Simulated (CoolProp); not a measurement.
Vapour-liquid equilibrium of R22 (1) + ethanol (2) at 296.6 K; x and y are mole fractions of (1).

Values from CoolProp's multi-fluid Helmholtz-energy mixture model, Kamei 1995 and Schroeder 2014; pair parameters Bell 2016.

Problem. Give the bubble pressure and the first vapour's composition at x = 0.15, 0.25, 0.75. Is there an azeotrope?

Solution. x = 0.15: 0.2520 MPa, y = 0.973; x = 0.25: 0.4089 MPa, y = 0.984; x = 0.75: 0.8117 MPa, y = 0.994. No azeotrope shows between x = 0.05 and 0.95.

Pair parameters are fitted to limited data, so mixtures are less certain than the pure fluids. The gap from Raoult's law changes sign with composition, which may be real or a fault of the pair parameters; it wasn't checked against measurements. With so large a gap from Raoult's law the liquid may split in two, which this calculation doesn't test in full.
